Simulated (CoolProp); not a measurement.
Saturation properties of C2F6 (R116) (Tc = 293.0 K, pc = 3048 kPa, ω = 0.257).

The numbers come from the reference Helmholtz-energy equation of state, Lemmon 2006 in CoolProp. It is a short technical equation, of lower accuracy than the large ones.

```csv
T (K),p (kPa),liquid density (kg/m³),vapour density (kg/m³),surface tension (mN/m),liquid conductivity (mW/(m K))
213.5,247.7,1520,21.04,8.58,68.8
218.9,311.7,1493,26.25,7.87,66.6
224.3,387.4,1466,32.43,7.17,64.5
229.8,477.9,1437,39.88,6.48,62.4
235.2,581.4,1407,48.51,5.80,60.2
240.6,700.6,1376,58.67,5.14,58.1
246,837.1,1343,70.63,4.50,55.9
251.4,992.4,1308,84.75,3.87,53.7
256.9,1172,1270,101.8,3.24,51.4
262.3,1370,1229,122.0,2.65,49.1
```

It boils at 195.1 K under 1 atm.

Thermal conductivity comes from a separate model (Huber 2003), an estimate that may be off by 10 % or more. Surface tension comes from a separate correlation (Mulero 2012).
